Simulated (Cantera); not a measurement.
Stirred combustor or abatement burner

A perfectly stirred reactor is fed with H2 : O2 : N2 = 1 : 0.543 : 2.04 (molar parts), equivalence ratio 0.92, at 760 Torr; it is adiabatic with a 375 K inlet, and is followed from long to short residence time, starting on the burning branch (τ in s: 0.39, 0.16, 0.067, 0.028, 0.012, 0.0049, 0.002, 0.00085, 0.00035, 0.00015, 6.1e-05, 2.6e-05).

Cantera simulation using GRI-Mech 3.0 (53 species, 325 reactions); the numbers are that mechanism's predictions, not measurements.

```csv
τ (s),T (K),x H2,x O2,x N2O,x H,x NO2,x O,x OH
0.39,2361,0.00789,0.0137,2.07e-7,0.00120,1.00e-6,0.000840,0.00820
0.16,2360,0.00803,0.0140,2.04e-7,0.00124,8.93e-7,0.000868,0.00833
0.067,2357,0.00837,0.0144,1.99e-7,0.00134,7.07e-7,0.000930,0.00859
0.028,2350,0.00915,0.0151,1.91e-7,0.00157,4.62e-7,0.00106,0.00910
0.012,2332,0.0108,0.0160,1.78e-7,0.00209,2.50e-7,0.00132,0.00996
0.0049,2294,0.0139,0.0175,1.57e-7,0.00332,1.10e-7,0.00187,0.0114
0.0020,2228,0.0189,0.0197,1.31e-7,0.00590,4.16e-8,0.00290,0.0132
0.00085,2134,0.0248,0.0226,1.10e-7,0.0104,1.67e-8,0.00447,0.0148
0.00035,2007,0.0314,0.0263,9.42e-8,0.0178,8.56e-9,0.00667,0.0156
0.00015,1859,0.0372,0.0306,8.30e-8,0.0280,5.87e-9,0.00906,0.0149
6.1e-5,1680,0.0436,0.0364,7.14e-8,0.0413,3.91e-9,0.0112,0.0127
2.6e-5,1489,0.0562,0.0461,5.60e-8,0.0525,2.00e-9,0.0113,0.00925
```
x: mole fraction; the columns are a selection and need not sum to one.
